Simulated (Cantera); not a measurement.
Feed: 1 mol Si3N4, 0.0019 mol Si, 0.65 mol H2, held at 1 atm.

Cantera equilibrium calculation (NASA polynomials, part measured and part estimated; ideal gas, pure solids and liquids). Candidate condensed phases: Si, Si3N4; 18 gas species. Mutual solubility and eutectic melting of coexisting phases are not modelled. Gases not in the tables: Si2H6 and higher silanes. Rates play no part.

Q: At 1825 K, list the 4 most abundant gas species with their mole fractions, and the condensed phases.

A: H2 0.987, N2 0.0130, H 0.000435, SiH2 3.51e-5. Condensed: Si(l) + Si3N4(s).
